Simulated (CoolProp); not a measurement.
Vapour-liquid equilibrium of CH2F2 (R32) (1) + R236FA (2) at 0.369 MPa; x and y are mole fractions of (1).

Computed with CoolProp (multi-fluid Helmholtz-energy mixture model, Tillner-Roth 1997 and Pan 2012; pair parameters Bell 2016).

Task: Give the bubble temperature and the first vapour's composition at x = 0.05, 0.15, 0.45. Is there an azeotrope?

Result: x = 0.05: 28.6 °C, y = 0.194; x = 0.15: 18.0 °C, y = 0.478; x = 0.45: -3.7 °C, y = 0.843. No azeotrope shows between x = 0.05 and 0.95.

Pair parameters are fitted to limited data, so mixtures are less certain than the pure fluids.
